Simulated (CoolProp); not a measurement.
Saturated liquid density (kg/m³) of octamethylcyclotetrasiloxane (D4): the reference equation beside estimates from Tc = 313.4 °C, pc = 1347 kPa, ω = 0.598.

Values from CoolProp's reference Helmholtz-energy equation of state, Thol 2015.

| T (°C) | reference | van der Waals | Soave-Redlich-Kwong | Peng-Robinson |
|---|---|---|---|---|
| 72.05 | 896.4 | 509.0 | 804.1 | 904.8 |
| 82.05 | 884.6 | 503.2 | 795.8 | 895.9 |
| 92.05 | 872.7 | 497.2 | 787.1 | 886.6 |
| 102.05 | 860.7 | 491.0 | 777.9 | 876.8 |
| 112.05 | 848.5 | 484.7 | 768.3 | 866.4 |
| 122.05 | 836.1 | 478.2 | 758.1 | 855.5 |
| 132.05 | 823.5 | 471.4 | 747.4 | 844.0 |
| 141.95 | 810.8 | 464.6 | 736.3 | 831.9 |
| 151.95 | 797.7 | 457.4 | 724.4 | 818.9 |
| 161.95 | 784.4 | 449.9 | 711.8 | 805.2 |
| 171.95 | 770.7 | 442.2 | 698.5 | 790.5 |
| 181.95 | 756.6 | 434.2 | 684.3 | 774.9 |

Absolute difference from the reference over all 12 rows, mean and median: van der Waals 42.8 and 42.8 %, Soave-Redlich-Kwong 9.5 and 9.4 %, Peng-Robinson 2.1 and 2.4 %.
